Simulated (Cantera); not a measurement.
Input: 1 mol SiH2Cl2, 0.75 mol CH4, 21 mol H2, held at 2423 K and 7.00 mbar.

Cantera equilibrium calculation (NASA polynomials, part measured and part estimated; ideal gas, pure solids and liquids). Candidate condensed phases: C, C6H6, C7H8, C8H18, Si, SiC; 109 gas species. The tables' values for SiCl are old estimates; treat these amounts as uncertain. Gases not in the tables: Si2H6 and higher silanes. Equilibrium is a limit: real reactors are often held back by kinetics, nucleation or transport.

Base state: H2 0.712, H 0.179, HCl 0.0588, Si 0.0260, Cl 0.0105, C2H2 (acetylene) 0.00551, SiC2 0.00537, Si2C 0.00106 (mole fractions); condensed: C(graphite).

What changes in the equilibrium state with this change: SiH2Cl2 replaced by SiHCl3?


| species | before | after |
|---|---|---|
| H2 | 0.712 | 0.682 |
| H | 0.179 | 0.175 |
| HCl | 0.0588 | 0.0872 |
| Cl | 0.0105 | 0.0159 |
| Si | 0.0260 | 0.0253 |
| SiCl2 | 0.000531 | 0.00119 |
| SiCl | 0.000836 | 0.00123 |
| SiH2 | 3.80e-5 | 3.54e-5 |
| Si2 | 4.30e-5 | 4.06e-5 |
| C(graphite), mol | 0.0992 | 0.123 |

What changes in the equilibrium state with this change: temperature from 2423 K to 2000 K?


```json
[
 {"species": "H2", "before": "0.712", "after": "0.904"},
 {"species": "HCl", "before": "0.0588", "after": "0.0669"},
 {"species": "H", "before": "0.179", "after": "0.0185"},
 {"species": "Si", "before": "0.0260", "after": "0.00316"},
 {"species": "Cl", "before": "0.0105", "after": "0.00102"},
 {"species": "SiCl2", "before": "0.000531", "after": "0.00602"},
 {"species": "C2H", "before": "8.39e-5", "after": "3.10e-9"},
 {"species": "C3", "before": "2.06e-5", "after": "<1e-9"},
 {"species": "C4H2", "before": "1.76e-5", "after": "<1e-9"},
 {"species": "C(graphite), mol", "before": "0.0992", "after": "0"},
 {"species": "SiC(s), mol", "before": "0", "after": "0.747"}
]
```
